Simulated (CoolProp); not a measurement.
A single-stage vapour-compression cycle with R22: evaporating at 245.15 K (dew point), condensing at 293.15 K (bubble point), superheat 5 K, subcooling 2 K, compressor efficiency 0.75, no pressure losses. Each further row changes one setting.

The numbers come from the reference Helmholtz-energy equation of state, Kamei 1995 in CoolProp.

```json
[
 {"case": "as stated", "cooling COP": "3.15", "pressure ratio": "5.11", "discharge temperature (K)": "344.4", "refrigerating effect (kJ/kg)": "175", "volumetric capacity (kJ/m³)": "1360"},
 {"case": "evaporating temperature 250.15 K", "cooling COP": "3.66", "pressure ratio": "4.17", "discharge temperature (K)": "338.2", "refrigerating effect (kJ/kg)": "177", "volumetric capacity (kJ/m³)": "1670"},
 {"case": "condensing temperature 288.15 K", "cooling COP": "3.60", "pressure ratio": "4.43", "discharge temperature (K)": "335.7", "refrigerating effect (kJ/kg)": "181", "volumetric capacity (kJ/m³)": "1410"},
 {"case": "subcooling 7 K", "cooling COP": "3.26", "pressure ratio": "5.11", "discharge temperature (K)": "344.4", "refrigerating effect (kJ/kg)": "181", "volumetric capacity (kJ/m³)": "1410"},
 {"case": "superheat 15 K", "cooling COP": "3.12", "pressure ratio": "5.11", "discharge temperature (K)": "356.0", "refrigerating effect (kJ/kg)": "182", "volumetric capacity (kJ/m³)": "1350"},
 {"case": "compressor efficiency 0.65", "cooling COP": "2.73", "pressure ratio": "5.11", "discharge temperature (K)": "355.4", "refrigerating effect (kJ/kg)": "175", "volumetric capacity (kJ/m³)": "1360"}
]
```
